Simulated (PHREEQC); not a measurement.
Consider water at 25 °C with 0.17 mol/kgw H2SO4, 2.3e-06 mol/kgw H4SiO4 and 0.0016 mol/kgw H3BO3. Closed to the air; pH follows from the charge balance.

The numbers come from PHREEQC with the Pitzer model, pitzer.dat.

| quantity | before | after |
|---|---|---|
| pH | 0.79 | 1.07 |
| HSO4- (mol/kgw) | 0.129 | 0.0607 |
| SO4-2 (mol/kgw) | 0.0413 | 0.0243 |

### Question
What was changed between the two runs?
A) diluted 10-fold with water
B) H2SO4 from 0.17 to 0.085 mol/kgw
C) H2SO4 from 0.17 to 0.153 mol/kgw
D) H4SiO4 left out
E) H3BO3 left out

### Answer
B, H2SO4 from 0.17 to 0.085 mol/kgw

No solid was allowed to form.
